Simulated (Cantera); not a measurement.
What does this Cantera script print?

```python
import numpy as np
import cantera as ct

gas = ct.Solution("gri30.yaml")


def delay(T, t_max=10):
    gas.TPX = T, 68000, {'CH4': 1, 'C2H6': 0.15, 'C3H8': 0.075, 'O2': 2.23, 'N2': 8.39}
    reactor = ct.IdealGasConstPressureReactor(gas, clone=False)
    net = ct.ReactorNet([reactor])
    net.rtol, net.atol = 1e-8, 1e-16
    while net.time < t_max:
        t_old, T_old = net.time, reactor.T
        net.step()
        if reactor.T > T + 400:  # ignition: a rise of 400 K
            return t_old + (T + 400 - T_old) / (reactor.T - T_old) * (net.time - t_old)
    return np.nan


taus = []
for T in [1200, 1250, 1300, 1350, 1400, 1450, 1500, 1550, 1600, 1650]:
    taus.append(delay(T))
    print(f"T0 = {T:6g} K   tau = {taus[-1]:.4e} s")
```

Result:

```
T0 =   1200 K   tau = 4.8259e-03 s
T0 =   1250 K   tau = 2.5301e-03 s
T0 =   1300 K   tau = 1.3853e-03 s
T0 =   1350 K   tau = 7.9301e-04 s
T0 =   1400 K   tau = 4.7528e-04 s
T0 =   1450 K   tau = 2.9827e-04 s
T0 =   1500 K   tau = 1.9571e-04 s
T0 =   1550 K   tau = 1.3389e-04 s
T0 =   1600 K   tau = 9.5151e-05 s
T0 =   1650 K   tau = 6.9975e-05 s
```

Detailed kinetics in Cantera: GRI-Mech 3.0 (53 species, 325 reactions).
